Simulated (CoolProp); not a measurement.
Properties of CH3F (R41) along the isobar 0.101 MPa.

The numbers come from the reference Helmholtz-energy equation of state, Lemmon 2006 in CoolProp. It is a short technical equation, of lower accuracy than the large ones.

```tsv
T (K)	phase	cv (kJ/(kg K))	isothermal compressibility (1/MPa)	fugacity coefficient
182	liquid	1.308	(withheld)	0.4573
202.3	gas	(withheld)	(withheld)	0.9655
222.5	gas	0.8184	10.15	0.9766
242.8	gas	0.8122	10.08	0.9832
263	gas	0.8229	10.03	0.9873
283.3	gas	0.8439	10.00	0.9902
303.5	gas	0.8719	9.980	0.9922
323.8	gas	0.9051	9.964	0.9937
344	gas	0.9418	9.953	0.9948
364.3	gas	(withheld)	9.944	0.9957
384.5	gas	1.022	9.936	0.9964
404.8	gas	(withheld)	9.931	0.9970
425	gas	1.107	9.926	0.9975
```

Q: Fill in the missing entries.

A: 
- 182, isothermal compressibility (1/MPa): 0.001305
- 202.3, cv (kJ/(kg K)): 0.8584
- 202.3, isothermal compressibility (1/MPa): 10.28
- 364.3, cv (kJ/(kg K)): 0.9813
- 404.8, cv (kJ/(kg K)): 1.065
